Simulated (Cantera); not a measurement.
A perfectly stirred reactor is fed with CO : O₂ : H₂O : N₂ = 0.0065 : 0.021 : 0.00023 : 1 (molar parts), at 1.00 bar; it is held at 1273 K, and followed from long to short residence time.

Detailed kinetics in Cantera: GRI-Mech 3.0 (53 species, 325 reactions).

**Question.** What does this change do: pressure from 1.00 bar to 10.0 bar?

**Answer.** 
```csv
quantity,before,after
x(CO) at τ = 18.0 s,4.54e-5,3.03e-5
x(O₂) at τ = 18.0 s,0.0173,0.0173
x(H₂O) at τ = 18.0 s,0.000223,0.000224
x(HO₂) at τ = 18.0 s,1.08e-7,9.81e-8
x(CO₂) at τ = 18.0 s,0.00630,0.00631
x(CO) at τ = 0.320 s,0.000678,0.00112
x(O₂) at τ = 0.320 s,0.0176,0.0179
x(H₂O) at τ = 0.320 s,0.000218,0.000223
x(HO₂) at τ = 0.320 s,5.88e-7,1.06e-6
x(CO₂) at τ = 0.320 s,0.00566,0.00522
```
